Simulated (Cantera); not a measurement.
Input: 1 mol c-C4F8, 0.11 mol HCl, 0.6 mol H2, held at 3375 K and 11.0 Pa.

These are equilibrium values from Cantera (NASA tables, ideal gas, pure condensed phases), not measurements of a reactor. Candidate condensed phases: C, C6H6, C7H8, C8H18; 118 gas species. The feed counts by its element totals alone. Equilibrium is a limit: real reactors are often held back by kinetics, nucleation or transport.

Base state: F 0.600, C 0.281, H 0.0963, Cl 0.00833, C2 0.00700, CF 0.00353, HF 0.00289, C3 0.00164 (mole fractions); condensed: gas only.

**Question.** What changes in the equilibrium state with this change: pressure from 11.0 Pa to 133 Pa?

**Answer.** 
```csv
species,before,after
F,0.600,0.635
C,0.281,0.153
H,0.0963,0.0816
C3,0.00164,0.0390
HF,0.00289,0.0315
CF,0.00353,0.0247
C2,0.00700,0.0252
C5,5.42e-8,5.62e-5
C4,3.71e-7,5.83e-5
CF2,1.18e-6,0.000106
```
